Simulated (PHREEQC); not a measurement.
Dissolve 10 mmol/kgw NaHSO4, 3.6 mmol/kgw K2SO4 and 190 mmol/kgw KH2PO4 at 5 °C. Closed to the air; pH follows from the charge balance.

Model: ion-association model, phreeqc.dat, run in PHREEQC.

Problem. The ionic strength comes out as 0.216 mol/kgw. What activity coefficients do Na+, KHPO4-, H2PO4-, HPO4-2, H+ get?

Solution. Na+ 0.75, KHPO4- 0.75, H2PO4- 0.75, HPO4-2 0.30, H+ 0.80.

This is a speciation only: nothing precipitates in the calculation. Complexes and solids missing from the database can't appear. Constants without temperature data keep their 25 °C values here.
